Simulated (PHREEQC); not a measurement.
Dissolve 1.1 mmol/kgw H2SO4, 0.059 mmol/kgw FeCl3 and 6 mmol/kgw MnSO4 at 25 °C. Closed to the air; pH follows from the charge balance.

All values are PHREEQC results (ion-association model, phreeqc.dat), not measurements.

```json
{
  "pH": "2.82",
  "ionic_strength": "0.0207 mol/kgw",
  "specific_conductance": "1650 µS/cm",
  "total_alkalinity": "-2.32 meq/kg"
}
```

| species | molality | activity | log γ |
|---|---|---|---|
| SO4-2 | 0.00513 | 0.00296 | -0.238 |
| Mn+2 | 0.00458 | 0.00270 | -0.229 |
| H+ | 0.00171 | 0.00152 | -0.051 |
| MnSO4 | 0.00142 | 0.00143 | 0.002 |
| HSO4- | 0.000503 | 0.000437 | -0.061 |
| Cl- | 0.000175 | 0.000152 | -0.062 |
| FeSO4+ | 4.29e-5 | 3.74e-5 | -0.059 |
| FeOH+2 | 8.46e-6 | 4.90e-6 | -0.237 |
| Fe+3 | 3.34e-6 | 1.15e-6 | -0.463 |
| Fe(SO4)2- | 2.79e-6 | 2.43e-6 | -0.061 |
| MnCl+ | 1.92e-6 | 1.67e-6 | -0.059 |
| Fe(OH)2+ | 1.22e-6 | 1.07e-6 | -0.058 |
| FeHSO4+2 | 2.66e-7 | 1.52e-7 | -0.244 |
| FeCl+2 | 9.11e-9 | 5.27e-9 | -0.237 |

No solid was allowed to form. Saturation is exceeded, for instance for Hematite (slow to form), Goethite (slow to form); the values hold only as long as no solid forms. Complexes and solids missing from the database can't appear.
